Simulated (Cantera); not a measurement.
Input: 1 mol c-C₄F₈, 0.29 mol Si, held at 700 °C and 100 Torr.

These are equilibrium values from Cantera (NASA tables, ideal gas, pure condensed phases), not measurements of a reactor. Candidate condensed phases: C, Si, SiC; 23 gas species. The feed counts by its element totals alone. Gases not in the tables: C₂F₆ and larger saturated fluorocarbons. The numbers say what is thermodynamically allowed, not how fast it happens.

Base state: CF₄ 0.855, SiF₄ 0.145 (mole fractions); condensed: C(graphite).

Q: What changes in the equilibrium state with this change: Si from 0.29 to 0.073 mol?

A: 
| species | before | after |
|---|---|---|
| CF₄ | 0.855 | 0.964 |
| SiF₄ | 0.145 | 0.0365 |
| C(graphite), mol | 2.29 | 2.07 |
